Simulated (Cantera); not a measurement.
Charge: 1 mol Cr₂O₃, 60 mol H₂, 0.079 mol H₂O, held at 1023.15 K and 10.0 mbar.

Cantera equilibrium calculation (NASA polynomials, part measured and part estimated; ideal gas, pure solids and liquids). Candidate condensed phases: Cr, Cr₂O₃, H₂O; 13 gas species. Kinetics and transport are ignored.

Task: What is the equilibrium state?

Result: 
```json
{
 "x(H₂)": "0.999",
 "x(H₂O)": "0.00131",
 "n(Cr₂O₃(s))": "1.00 mol",
 "gas_amount": "60.08 mol",
 "log10 activity of Cr(s) (absent)": "-3.08"
}
```
